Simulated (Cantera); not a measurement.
Nitride etching: Si3N4 + HF + N2 + NF3

Charge: 1 mol Si3N4, 3.7 mol HF, 5 mol N2, 1.6 mol NF3, equilibrated at 1052 °C and 29.3 Torr.

These are equilibrium values from Cantera (NASA tables, ideal gas, pure condensed phases), not measurements of a reactor. Candidate condensed phases: Si, Si3N4; 37 gas species. The tables' values for SiF3, SiF2 are old estimates; treat these amounts as uncertain. Equilibrium is a limit: real reactors are often held back by kinetics, nucleation or transport.

- x(N2): 0.644
- x(SiF4): 0.186
- x(H2): 0.163
- x(HF): 0.00311
- x(SiF3): 0.00279
- x(SiHF3): 0.00115
- x(SiF2): 3.38e-5
- x(SiH2F2): 3.36e-6
- x(H): 3.34e-6
- n(Si3N4(s)): 0.291 mol
- gas amount: 11.21 mol
- log10 activity of Si(s) (absent): -2.95
